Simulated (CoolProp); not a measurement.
Vapour-liquid equilibrium of n-octane (1) + p-xylene (2) at 105.25 °C; x and y are mole fractions of (1).

Values from CoolProp's multi-fluid Helmholtz-energy mixture model, Beckmüller 2019 and Zhou 2012; pair parameters Bell 2016.

| x | bubble pressure, mixture model (MPa) | bubble pressure, Raoult's law (MPa) | y, mixture model | y, Raoult's law |
|---|---|---|---|---|
| 0.05 | 0.03984 | 0.03904 | 0.088 | 0.071 |
| 0.15 | 0.04269 | 0.04077 | 0.232 | 0.204 |
| 0.25 | 0.04507 | 0.04250 | 0.349 | 0.326 |
| 0.35 | 0.04710 | 0.04422 | 0.450 | 0.439 |
| 0.45 | 0.04885 | 0.04595 | 0.542 | 0.543 |
| 0.55 | 0.05039 | 0.04767 | 0.627 | 0.640 |
| 0.65 | 0.05175 | 0.04940 | 0.710 | 0.729 |
| 0.75 | 0.05296 | 0.05113 | 0.792 | 0.813 |
| 0.85 | 0.05404 | 0.05285 | 0.874 | 0.892 |
| 0.95 | 0.05500 | 0.05458 | 0.958 | 0.965 |

The largest gap from Raoult's law is +6.5 % in bubble pressure, at x = 0.35. No azeotrope shows between x = 0.05 and 0.95.

The pair parameters rest on a limited set of measurements; away from them the model extrapolates.
